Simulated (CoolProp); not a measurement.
Fluoroethane (R161) along the isobar 5 MPa: Z from the reference equation and from simpler models built on Tc = 375.2 K, pc = 5.010 MPa, ω = 0.216; each cubic takes its own stable root.

Computed with CoolProp (reference Helmholtz-energy equation of state, Wu 2012).

```
T (K)   phase   reference  van der Waals  Peng-Robinson
-----  ------  ----------  -------------  -------------
360.5  liquid  (withheld)         0.2523         0.1708
368    liquid      0.1564         0.2695         0.1897
382.9     gas  (withheld)         0.5518         0.5139
390.3     gas      0.5862         0.6027         0.5752
397.8     gas      0.6329         0.6398     (withheld)
405.3     gas      0.6691         0.6693         0.6555
412.7     gas      0.6983         0.6937     (withheld)
420.2     gas      0.7233         0.7149         0.7104
427.6     gas      0.7446         0.7333         0.7324
435.1     gas  (withheld)         0.7499     (withheld)
442.5     gas      0.7801         0.7646         0.7697
450       gas      0.7951         0.7780         0.7856
```

### Question
Complete the blanks.

### Answer

- 360.5, reference: 0.1465
- 382.9, reference: 0.5201
- 397.8, Peng-Robinson: 0.6200
- 412.7, Peng-Robinson: 0.6849
- 435.1, reference: 0.7635
- 435.1, Peng-Robinson: 0.7522
